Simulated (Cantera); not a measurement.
A Cantera script and what it prints.

```python
import numpy as np
import cantera as ct

gas_names = """
    H H2 H2S Ni NiS S SH S2 S8
""".split()
cond_names = """
    Ni(cr) Ni(L) NiS(b) NiS(a) NiS(L) NiS2(s) NiS2(L) Ni3S2(I) Ni3S2(II) Ni3S2(L) Ni3S4(s) S(cr1) S(cr2)
    S(L)
""".split()


# ... load() reads the species with a 1 bar reference pressure and builds the phases ...
atoms = {
    'Ni': {'Ni': 1},
    'H2S': {'H': 2, 'S': 1},
    'H2': {'H': 2},
}
top_T = {'Ni3S4(s)': 620}  # K; cautious upper limits of use, not melting points


# ... equilibrate(T, P, feed) seeds the gas with the atoms and calls Mixture.equilibrate('TP', solver="vcs", rtol=1e-11, max_steps=5000) ...
results = []
feed = {'Ni': 1, 'H2S': 0.0045, 'H2': 150}  # mol
T = 1173  # K
P = 27  # Pa
mix = equilibrate(T, P, feed)
results.append((T, P, feed, dict(zip(mix.species_names, mix.species_moles))))
print(gas.report(threshold=1e-06))
for i in range(1, mix.n_phases):
    print(f"{mix.phase(i).name:16s} {mix.phase_moles(i):12.5e} mol")
```

Result:

```
       temperature   1173 K
          pressure   27 Pa
           density   5.5838e-06 kg/m^3
  mean mol. weight   2.017 kg/kmol
   phase of matter   gas

                          1 kg             1 kmol
                     ---------------   ---------------
          enthalpy        1.2879e+07        2.5976e+07  J
   internal energy        8.0436e+06        1.6223e+07  J
           entropy        1.1871e+05        2.3944e+05  J/K
    Gibbs function       -1.2637e+08       -2.5489e+08  J
 heat capacity c_p             15354             30969  J/K
 heat capacity c_v             11232             22654  J/K

                      mass frac. Y      mole frac. X     chem. pot. / RT
                     ---------------   ---------------   ---------------
                 H        3.5859e-06        7.1752e-06           -13.067
                H2           0.99949           0.99996           -26.134
               H2S        0.00050323        2.9786e-05           -48.319
     [   +6 minor]        3.9266e-06        2.2366e-07

Ni(cr)            9.99998e-01 mol
NiS(a)            0.00000e+00 mol
NiS2(s)           0.00000e+00 mol
Ni3S2(L)          0.00000e+00 mol
S(L)              0.00000e+00 mol
```

Cantera equilibrium calculation (NASA polynomials, part measured and part estimated; ideal gas, pure solids and liquids).
